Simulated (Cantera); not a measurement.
Feed: 1 mol SiCl₄, 43 mol H₂, at 2273.15 K and 49000 Pa.

Method: chemical equilibrium by Gibbs-energy minimisation in Cantera with the NASA 1993 tables (ideal gas, pure condensed phases). Candidate condensed phases: Si; 19 gas species. The tables' values for SiCl, SiCl₃ are old estimates; treat these amounts as uncertain. Gases not in the tables: Si₂H₆ and higher silanes. Kinetics and transport are ignored.

Base state: H₂ 0.907, HCl 0.0683, H 0.0114, SiCl₂ 0.00923, Si 0.00149, SiCl 0.000699, Cl 0.000621, SiH 0.000384 (mole fractions); condensed: Si(l).

**Question.** What changes in the equilibrium state with this change: pressure from 49000 Pa to 14000 Pa?

**Answer.** 
| species | before | after |
|---|---|---|
| H₂ | 0.907 | 0.894 |
| HCl | 0.0683 | 0.0669 |
| H | 0.0114 | 0.0212 |
| Si | 0.00149 | 0.00523 |
| SiCl₂ | 0.00923 | 0.00898 |
| Si₃ | 5.20e-6 | 1.82e-5 |
| Si₂ | 2.75e-5 | 9.62e-5 |
| SiCl₃ | 4.59e-5 | 2.36e-5 |
| Si(l), mol | 0.442 | 0.228 |
